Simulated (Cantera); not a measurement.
Cantera run, input and output.

```python
import numpy as np
import cantera as ct

gas = ct.Solution("gri30.yaml")
gas.TPX = 1025, 101325, {'CH4': 1, 'O2': 1.43, 'N2': 3.9}
reactor = ct.IdealGasReactor(gas, energy="on", clone=False)
net = ct.ReactorNet([reactor])
net.rtol, net.atol = 1e-08, 1e-16
show = ['CH4', 'O2', 'CO', 'N2O', 'H2O', 'NO', 'HO2']
times = np.geomspace(3e-06, 9, 15)

steps = ct.SolutionArray(gas, extra=["t"])
rows = []
print(f"{'t/s':>10s}{'T/K':>9s}{'P/Pa':>11s}" + "".join(f"{s:>11s}" for s in show))
for t in times:
    while net.time < t:
        t_next = net.step()
        steps.append(gas.state, t=t_next)
    rows.append([np.interp(t, steps.t, y) for y in (steps.T, steps.P, *steps(*show).X.T)])
    print(f"{t:10.3e}{rows[-1][0]:9.1f}{rows[-1][1]:11.4g}" + "".join(f"{x:11.3e}" for x in rows[-1][2:]))
rate = np.gradient(steps.T, steps.t)
print("integrator steps:", len(steps.t))
if steps.T.max() > steps.T[0] + 200:
    print(f"time of steepest temperature rise: {steps.t[rate.argmax()]:.4e} s")
gas.TPX = 1025, 101325, {'CH4': 1, 'O2': 1.43, 'N2': 3.9}
gas.equilibrate("UV")
print(f"equilibrium (UV): T = {gas.T:.1f} K  " + "  ".join(f"{s} {gas[s].X[0]:.3e}" for s in show))
```

It prints:

```
       t/s      T/K       P/Pa        CH4         O2         CO        N2O        H2O         NO        HO2
 3.000e-06   1025.0  1.013e+05  1.580e-01  2.259e-01  3.848e-20  1.468e-19  4.685e-14  7.049e-28  1.018e-10
 8.705e-06   1025.0  1.013e+05  1.580e-01  2.259e-01  9.381e-19  6.554e-19  4.297e-13  7.161e-27  2.953e-10
 2.526e-05   1025.0  1.013e+05  1.580e-01  2.259e-01  2.393e-17  3.833e-18  3.619e-12  5.576e-26  8.558e-10
 7.330e-05   1025.0  1.013e+05  1.580e-01  2.259e-01  5.852e-16  2.739e-17  3.059e-11  4.441e-25  2.475e-09
 2.127e-04   1025.0  1.013e+05  1.580e-01  2.259e-01  1.448e-14  2.151e-16  2.631e-10  3.695e-24  7.109e-09
 6.171e-04   1025.0  1.013e+05  1.580e-01  2.259e-01  3.703e-13  1.739e-15  2.369e-09  3.223e-23  2.003e-08
 1.791e-03   1025.0  1.013e+05  1.580e-01  2.259e-01  1.020e-11  1.372e-14  2.361e-08  3.071e-22  5.325e-08
 5.196e-03   1025.0  1.013e+05  1.580e-01  2.259e-01  3.632e-10  9.772e-14  2.855e-07  3.707e-21  1.161e-07
 1.508e-02   1025.0  1.013e+05  1.580e-01  2.259e-01  1.706e-08  4.956e-13  3.183e-06  4.979e-20  1.417e-07
 4.375e-02   1025.1  1.013e+05  1.580e-01  2.259e-01  3.630e-07  1.908e-12  1.656e-05  2.951e-19  1.902e-07
 1.270e-01   1025.6  1.014e+05  1.579e-01  2.258e-01  5.151e-06  8.916e-12  7.480e-05  1.661e-18  3.835e-07
 3.684e-01   1029.7  1.018e+05  1.573e-01  2.254e-01  1.162e-04  7.241e-11  5.989e-04  3.140e-17  1.506e-06
 1.069e+00   2916.1   3.22e+05  1.336e-12  2.755e-03  1.020e-01  3.483e-07  1.959e-01  4.126e-03  2.629e-06
 3.102e+00   2916.1   3.22e+05  1.336e-12  2.755e-03  1.020e-01  3.483e-07  1.959e-01  4.126e-03  2.629e-06
 9.000e+00   2916.1   3.22e+05  1.336e-12  2.755e-03  1.020e-01  3.483e-07  1.959e-01  4.126e-03  2.629e-06
integrator steps: 2779
time of steepest temperature rise: 6.2977e-01 s
equilibrium (UV): T = 2916.1 K  CH4 1.592e-12  O2 2.755e-03  CO 1.020e-01  N2O 3.483e-07  H2O 1.959e-01  NO 4.126e-03  HO2 2.629e-06
```

Detailed kinetics in Cantera: GRI-Mech 3.0 (53 species, 325 reactions).
